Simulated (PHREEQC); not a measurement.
Dissolve 17 mmol/kgw HF at 25 °C. Closed to the air; pH follows from the charge balance.

Computed with PHREEQC (ion-association model, phreeqc.dat).

This is a speciation only: nothing precipitates in the calculation.

What pH does the model give?

pH 2.51.

In which forms is F present?

HF 80 %, F- 18 %, HF2- 1.9 % of the F.

Complexes and solids missing from the database can't appear.
